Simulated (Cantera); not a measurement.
A closed system holds: 1 mol Fe(CO)₅, 9.2 mol CO, 5.8 mol H₂, held at 1048 K and 1.33 mbar.

Method: chemical equilibrium by Gibbs-energy minimisation in Cantera with the NASA 1993 tables (ideal gas, pure condensed phases). Candidate condensed phases: C, C₆H₆, C₇H₈, C₈H₁₈, Fe, Fe(CO)₅, FeO, Fe(OH)₂, Fe(OH)₃, Fe₂O₃, Fe₃O₄, H₂O; 114 gas species. Condensed phases not in the tables: cementite and carbon dissolved in iron. Equilibrium is a limit: real reactors are often held back by kinetics, nucleation or transport.

Base state: CO 0.710, H₂ 0.290, CO₂ 0.000149, H₂O 5.13e-5 (mole fractions); condensed: C(graphite) + Fe(α).

Q: What changes in the equilibrium state with this change: temperature from 1048 K to 823 K?

A: 
```tsv
species	before	after
CO	0.710	0.672
H₂	0.290	0.296
CO₂	0.000149	0.0288
H₂O	5.13e-5	0.00351
CH₄	6.55e-6	0.000109
C(graphite), mol	0.00388	0.624
Fe(α), mol	1.00	1.00
```
